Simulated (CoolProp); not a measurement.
Values from CoolProp's reference Helmholtz-energy equation of state, Lemmon 2006. It is a short technical equation, of lower accuracy than the large ones.

Q: Give the vapour pressure (kPa), liquid density (kg/m³), surface tension (mN/m) of saturated CH3F (R41) at 209.1, 231.6 K.

A: 
```
T (K)  p (kPa)  liquid density (kg/m³)  surface tension (mN/m)
-----  -------  ----------------------  ----------------------
209.1      210                     850                    13.3
231.6      542                     798                    9.93
```

Surface tension comes from a separate correlation (Mulero 2012).
